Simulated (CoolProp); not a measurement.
n-decane at 541.55 K and 0.33 MPa flows at 0.73 m/s in a round tube of 50 mm bore and 45 µm roughness, fully developed (64/Re and Nu = 3.66 if laminar; Colebrook and Gnielinski if turbulent). Each further row changes one setting.

Model: reference Helmholtz-energy equation of state, Lemmon 2006, in CoolProp. It is a short technical equation, of lower accuracy than the large ones.

| case | Reynolds number | Darcy friction factor | pressure drop (Pa/m) | heat-transfer coefficient (W/(m² K)) | mass flow (kg/h) |
|---|---|---|---|---|---|
| as stated | 45300 | 0.0241 | 1.49 | 74.7 | 59.9 |
| velocity 1.46 m/s | 90600 | (withheld) | 5.46 | (withheld) | 120 |
| diameter 100 mm | 90600 | 0.0204 | 0.631 | (withheld) | 240 |

### Question
What belongs in the gaps?

### Answer

- velocity 1.46 m/s, Darcy friction factor: 0.0221
- velocity 1.46 m/s, heat-transfer coefficient (W/(m² K)): 138
- diameter 100 mm, heat-transfer coefficient (W/(m² K)): 63.5

Viscosity comes from a separate model (Huber 2004). Thermal conductivity comes from a separate model (Huber 2005).
